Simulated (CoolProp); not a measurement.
Properties of hydrogen chloride along the isobar 0.101 MPa (Tc = 324.7 K, pc = 8.314 MPa, ω = 0.130).

The numbers come from the reference Helmholtz-energy equation of state, Thol 2018 in CoolProp.

| T (K) | phase | density (kg/m³) | Joule-Thomson coefficient (K/MPa) | isothermal compressibility (1/MPa) | expansivity (1/kK) | fugacity coefficient |
|---|---|---|---|---|---|---|
| 321.7 | gas | 1.383 | 13.15 | 9.948 | 3.154 | 0.9953 |
| 338.5 | gas | 1.314 | … | 9.941 | 2.991 | 0.9960 |
| 355.2 | gas | 1.251 | 10.60 | 9.935 | 2.845 | 0.9966 |
| 372 | gas | 1.194 | 9.646 | 9.931 | 2.713 | 0.9970 |
| 388.7 | gas | 1.142 | … | 9.927 | 2.594 | 0.9974 |
| 405.4 | gas | 1.095 | 8.177 | 9.924 | 2.484 | 0.9977 |
| 422.2 | gas | 1.051 | … | 9.921 | 2.384 | 0.9980 |
| 438.9 | gas | 1.011 | … | 9.919 | 2.292 | 0.9982 |
| 455.7 | gas | 0.9735 | 6.626 | 9.917 | 2.206 | 0.9984 |
| 472.4 | gas | 0.9389 | … | 9.915 | 2.127 | 0.9986 |
| 489.1 | gas | 0.9067 | 5.858 | 9.913 | 2.053 | 0.9988 |
| 505.9 | gas | 0.8765 | … | 9.912 | 1.984 | 0.9989 |
| 522.6 | gas | 0.8483 | 5.222 | 9.911 | 1.920 | 0.9990 |
| 539.4 | gas | 0.8218 | 4.941 | 9.910 | 1.860 | 0.9991 |

Question: Complete the blanks.

Answer: 
- 338.5, Joule-Thomson coefficient (K/MPa): 11.74
- 388.7, Joule-Thomson coefficient (K/MPa): 8.853
- 422.2, Joule-Thomson coefficient (K/MPa): 7.590
- 438.9, Joule-Thomson coefficient (K/MPa): 7.080
- 472.4, Joule-Thomson coefficient (K/MPa): 6.222
- 505.9, Joule-Thomson coefficient (K/MPa): 5.525
